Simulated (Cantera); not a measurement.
Input: 1 mol SiHCl₃, 1.9 mol H₂.

Equilibrium computed with Cantera from the NASA thermochemical tables; the gas is ideal and each condensed phase is pure. Candidate condensed phases: Si; 19 gas species. The tables' values for SiCl₃ are old estimates. The numbers say what is thermodynamically allowed, not how fast it happens.

Stable condensed phases, one row left out:

```
T in K \ P in Pa
            100    200    400    790   1600   3200   6300  13000  25000  50000 100000
   1950       A      A      A      A      A      A      A      A      A      A      A
   1900       A      A      A      A      A      A      A      A      A      A      A
   1850       A      A      A      A      A      A      A      A      A      A      A
   1800       A      A      A      A      A      A      A      A      A      A      A
   1750       A      A      A      A      A      A      A      A      A      A      A
   1700       A      A      A      A      A      A      A      A      A      A      A
   1650       A      A      A      A      A      A      A      A      A      A      B
   1550       A      A      A      A      A      A      A      A      B      B      B
   1500       A      A      A      A      A      A      A      B      B      B      B
   1450       A      A      A      A      A      B      B      B      B      B      B
```

A: gas only; B: Si.

Task: Give the row for 1600 K.

Result: 100: gas only; 200: gas only; 400: gas only; 790: gas only; 1600: gas only; 3200: gas only; 6300: gas only; 13000: gas only; 25000: gas only; 50000: Si; 100000: Si.
